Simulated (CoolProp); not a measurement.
c-C4F8 (RC318) at several states: density (kg/m³) from the reference equation and from simpler models built on Tc = 388.4 K, pc = 2.778 MPa, ω = 0.355; each cubic takes its own stable root.

Model: reference Helmholtz-energy equation of state, Platzer 1990, in CoolProp. This equation is an older, rougher fit; its heat capacities, sound speeds and derivatives of the liquid may be far off and weren't checked against measurements.

```
T (K)  p (MPa)   phase  reference
-----  -------  ------  ---------
273      0.692  liquid       1597
476.2   0.0927     gas      4.708
352.9     0.22     gas      15.58
```

Question: How far does each simpler model (van der Waals, Redlich-Kwong, Soave-Redlich-Kwong, Peng-Robinson) lie from the reference over these 3 states: mean and median of the absolute difference, and the worst?

Answer: 
- van der Waals: mean 13.1 %, median 0.7 %, worst -38.5 % at 273 K and 0.692 MPa
- Redlich-Kwong: mean 3.7 %, median 0.1 %, worst -10.8 % at 273 K and 0.692 MPa
- Soave-Redlich-Kwong: mean 1.9 %, median 0.1 %, worst -5.6 % at 273 K and 0.692 MPa
- Peng-Robinson: mean 2.4 %, median 0.4 %, worst +6.8 % at 273 K and 0.692 MPa
